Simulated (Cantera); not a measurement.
Charge: 1 mol C2H4, 0.038 mol O2, equilibrated at 1 atm.

Equilibrium computed with Cantera from the NASA thermochemical tables; the gas is ideal and each condensed phase is pure. Candidate condensed phases: C, C6H6, C7H8, C8H18, H2O; 110 gas species. Equilibrium is a limit: real reactors are often held back by kinetics, nucleation or transport. All values below are at 1575 °C.

Base state: H2 0.962, CO 0.0366, CH4 0.000618, H 0.000517, C2H2 (acetylene) 0.000248 (mole fractions); condensed: C(graphite).

Task: What changes in the equilibrium state with this change: O2 from 0.038 to 1.2 mol?

Result: 
| species | before | after |
|---|---|---|
| CO | 0.0366 | 0.478 |
| H2 | 0.962 | 0.422 |
| H2O | 8.07e-6 | 0.0779 |
| CO2 | 7.66e-8 | 0.0220 |
| C2H2 (acetylene) | 0.000248 | <1e-9 |
| CH4 | 0.000618 | 7.04e-8 |
| H | 0.000517 | 0.000342 |
| C(graphite), mol | 1.92 | 0 |
